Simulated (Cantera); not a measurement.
A Cantera script and what it prints.

```python
import numpy as np
import cantera as ct

gas_names = """
    C CH CH2 CH3 CH2OH CH3O CH4 CH3OH CO CO2 COOH C2 C2H CHCO,ketyl C2H2,acetylene C2H2,vinylidene
    CH2CO,ketene C2H3,vinyl CH3CO,acetyl C2H4 C2H4O,ethylen CH3CHO,ethanal CH3COOH (HCOOH)2 C2H5 C2H6
    CH3OCH3 C2H5OH C2O C3 C3H3,propargyl C3H4,allene C3H4,propyne C3H4,cyclo- C3H5,allyl C3H6,propylene
    C3H6,cyclo- C3H6O C3H7,n-propyl C3H7,i-propyl C3H8 C3H8O,1propanol C3H8O,2propanol C3O2 C4 C4H2
    C4H4,1,3-cyclo- C4H6,butadiene C4H6,2-butyne C4H6,cyclo- C4H8,1-butene C4H8,cis2-buten
    C4H8,tr2-butene C4H8,isobutene C4H8,cyclo- (CH3COOH)2 C4H9,n-butyl C4H9,i-butyl C4H9,s-butyl
    C4H9,t-butyl C4H10,isobutane C4H10,n-butane C5 C5H6,1,3cyclo- C5H8,cyclo- C5H10,1-pentene
    C5H10,cyclo- C5H11,pentyl C5H11,t-pentyl C5H12,n-pentane C5H12,i-pentane CH3C(CH3)2CH3 C6H2
    C6H5,phenyl C6H5O,phenoxy C6H6 C6H5OH,phenol C6H10,cyclo- C6H12,1-hexene C6H12,cyclo- C6H13,n-hexyl
    C7H7,benzyl C7H8 C7H8O,cresol C7H14,1-heptene C7H15,n-heptyl C7H16,n-heptane C8H8,styrene
    C8H10,ethylbenz C8H16,1-octene C8H17,n-octyl C8H18,isooctane C8H18,n-octane C9H19,n-nonyl
    C10H8,naphthale C10H21,n-decyl C12H9,o-bipheny C12H10,bipheny H HCO HO2 H2 HCHO,formaldehy HCOOH H2O
    H2O2 O OH O2 O3 Ti TiO TiO2
""".split()
cond_names = """
    C(gr) C6H6(L) C7H8(L) C8H18(L),n-octa H2O(s) H2O(L) Ti(a) Ti(b) Ti(L) TiC(s) TiC(L) TiO(a) TiO(b)
    TiO(L) TiO2(ru) TiO2(L) Ti2O3(a) Ti2O3(b) Ti2O3(L) Ti3O5(a) Ti3O5(b) Ti3O5(L) Ti4O7(s) Ti4O7(L)
""".split()


def load(file, names, dense=False):
    # The tables refer to 1 bar. Condensed volumes are neglected.
    table = {s.name: s for s in ct.Species.list_from_file(file)}
    out = []
    for n in names:
        d = dict(table[n].input_data)
        d["thermo"] = dict(d["thermo"], **{"reference-pressure": 1e5})
        if dense:
            d["equation-of-state"] = {"model": "constant-volume", "density": "1e6 g/cm^3"}
        out.append(ct.Species.from_dict(d))
    return out


gas = ct.Solution(thermo="ideal-gas", species=load("nasa_gas.yaml", gas_names))
cond = {s.name: ct.Solution(thermo="fixed-stoichiometry", species=[s], name=s.name)
        for s in load("nasa_condensed.yaml", cond_names, dense=True)}
atoms = {
    'Ti(OiPr)4': {'Ti': 1, 'C': 12, 'H': 28, 'O': 4},
    'O2': {'O': 2},
    'H2': {'H': 2},
}
top_T = {'C(gr)': 4500}  # K; cautious upper limits of use, not melting points


def equilibrate(T, P, feed):
    n = {}
    for name, mol in feed.items():
        for a, k in atoms[name].items():
            n[a] = n.get(a, 0.0) + k * mol
    gas.TPX = T, P, n
    mass = sum(n.values()) * gas.mean_molecular_weight
    gas.equilibrate("TP")
    valid = [c for c in cond.values() if c.min_temp <= T <= top_T.get(c.name, c.max_temp)]
    mix = ct.Mixture([(gas, mass / gas.mean_molecular_weight)] + [(c, 0.0) for c in valid])
    mix.T, mix.P = T, P
    mix.equilibrate("TP", solver="vcs", rtol=1e-11, max_steps=5000)
    return mix


results = []
feed = {'Ti(OiPr)4': 1, 'O2': 0.051, 'H2': 6.6}  # mol
P = 100000  # Pa
for T in [1000, 1100, 1200, 1300, 1400, 1500, 1600, 1700, 1800, 1900, 2000, 2100, 2200]:
    mix = equilibrate(T, P, feed)
    results.append((T, P, feed, dict(zip(mix.species_names, mix.species_moles))))

top = {s: max(r[3][s] / sum(r[3][g] for g in gas_names) for r in results) for s in gas_names}
cols = sorted((s for s in top if top[s] > 0.0001), key=lambda s: -top[s])[:9]
seen = [c for c in cond_names if any(r[3].get(c, 0) > 1e-12 for r in results)]
print("log10 of partial pressures in bar; condensed amounts in mol")
print(f"{'T/K':>10s}" + "".join(f"{s[:9]:>10s}" for s in cols + seen))
for T, P, feed, n in results:
    ng = sum(n[g] for g in gas_names)
    print(f"{T:10.4g}" + "".join(f"{np.log10(max(n[s] / ng * P / 1e5, 1e-99)):10.3f}" for s in cols)
          + "".join(f"{n.get(c, 0):10.4g}" for c in seen))
```

Result:

```
log10 of partial pressures in bar; condensed amounts in mol
       T/K        H2        CO       CH4       H2O         H       CO2 C2H2,acet     C(gr)    TiC(s)  TiO2(ru)  Ti3O5(b)  Ti4O7(s)
      1000    -0.078    -1.144    -1.177    -1.626    -8.683    -2.535    -9.021     9.067         0         1         0         0
      1100    -0.057    -1.057    -1.559    -2.163    -7.616    -3.169    -7.933     9.458         0         1         0         0
      1200    -0.049    -1.038    -1.899    -2.673    -6.729    -3.800    -7.037     9.667         0         1         0         0
      1300    -0.050    -0.990    -2.205    -3.081    -5.981    -4.267    -6.290     9.526         0         0         0      0.25
      1400    -0.050    -0.976    -2.465    -3.455    -5.338    -4.717    -5.649     9.494         0         0    0.3333         0
      1500    -0.080    -0.780    -2.750    -3.625    -4.794    -4.737    -5.125      6.86         1         0         0         0
      1600    -0.080    -0.780    -2.946    -3.918    -4.304    -5.095    -4.640     6.872         1         0         0         0
      1700    -0.079    -0.780    -3.119    -4.176    -3.871    -5.409    -4.214     6.878         1         0         0         0
      1800    -0.079    -0.780    -3.273    -4.404    -3.486    -5.686    -3.835     6.878         1         0         0         0
      1900    -0.080    -0.780    -3.409    -4.608    -3.140    -5.932    -3.498     6.873         1         0         0         0
      2000    -0.080    -0.780    -3.532    -4.791    -2.829    -6.152    -3.195     6.859         1         0         0         0
      2100    -0.081    -0.780    -3.644    -4.957    -2.547    -6.350    -2.921     6.833         1         0         0         0
      2200    -0.083    -0.781    -3.745    -5.107    -2.291    -6.528    -2.674     6.788         1         0         0         0
```

Cantera equilibrium calculation (NASA polynomials, part measured and part estimated; ideal gas, pure solids and liquids). The feed counts by its element totals alone. TiC: taken at fixed stoichiometry. Condensed phases not in the tables: Magnéli phases beyond Ti4O7. Gases not in the tables: TiO(OH)2.
